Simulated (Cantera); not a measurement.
Charge: 1 mol C3H6, 2.6 mol CO2, at 33000 Pa.

Method: chemical equilibrium by Gibbs-energy minimisation in Cantera with the NASA 1993 tables (ideal gas, pure condensed phases). Candidate condensed phases: C, C6H6, C7H8, C8H18, H2O; 110 gas species. The numbers say what is thermodynamically allowed, not how fast it happens. All values below are at 1975 K.

Base state: CO 0.634, H2 0.365, H 0.00144, C2H2 (acetylene) 0.000237, CH4 1.99e-5 (mole fractions); condensed: C(graphite).

What changes in the equilibrium state with this change: CO2 from 2.6 to 0.11 mol?


```json
[
 {"species": "H2", "before": "0.365", "after": "0.929"},
 {"species": "CO", "before": "0.634", "after": "0.0683"},
 {"species": "H", "before": "0.00144", "after": "0.00230"},
 {"species": "CH4", "before": "1.99e-5", "after": "0.000129"},
 {"species": "C2H2 (acetylene)", "before": "0.000237", "after": "0.000603"},
 {"species": "C(graphite), mol", "before": "0.396", "after": "2.89"}
]
```

What changes in the equilibrium state with this change: CO2 from 2.6 to 0.19 mol?


```csv
species,before,after
H2,0.365,0.885
CO,0.634,0.112
H,0.00144,0.00224
CH4,1.99e-5,0.000117
C2H2 (acetylene),0.000237,0.000575
"C(graphite), mol",0.396,2.81
```
